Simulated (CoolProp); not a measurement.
Saturation properties of n-octane.

The numbers come from the reference Helmholtz-energy equation of state, Beckmüller 2019 in CoolProp.

| T (°C) | p (MPa) | vapour density (kg/m³) | liquid cp (kJ/(kg K)) | vapour viscosity (µPa s) |
|---|---|---|---|---|
| 144.85 | 0.1678 | 5.994 | 2.739 | 7.88 |
| 154.85 | 0.2137 | 7.575 | 2.789 | 8.07 |
| 164.85 | 0.2687 | 9.477 | 2.840 | 8.28 |
| 174.85 | 0.3339 | 11.75 | 2.893 | 8.49 |
| 184.85 | 0.4106 | 14.47 | 2.949 | 8.72 |
| 194.85 | 0.5000 | ? | 3.008 | 8.98 |
| 204.85 | ? | ? | ? | 9.27 |
| 214.85 | ? | 26.12 | 3.141 | 9.59 |
| 224.85 | 0.8582 | 31.60 | ? | 9.97 |
| 234.75 | 1.011 | 38.14 | 3.309 | ? |
| 244.75 | 1.186 | 46.19 | 3.420 | 11.0 |
| 254.75 | 1.383 | 56.19 | 3.565 | ? |

Complete the blanks.


- 194.85, vapour density (kg/m³): 17.70
- 204.85, p (MPa): 0.6034
- 204.85, vapour density (kg/m³): 21.54
- 204.85, liquid cp (kJ/(kg K)): 3.072
- 214.85, p (MPa): 0.7223
- 224.85, liquid cp (kJ/(kg K)): 3.219
- 234.75, vapour viscosity (µPa s): 10.4
- 254.75, vapour viscosity (µPa s): 11.7

It boils at 125.6 °C under 1 atm.

Viscosity comes from a separate model (Huber 2004).
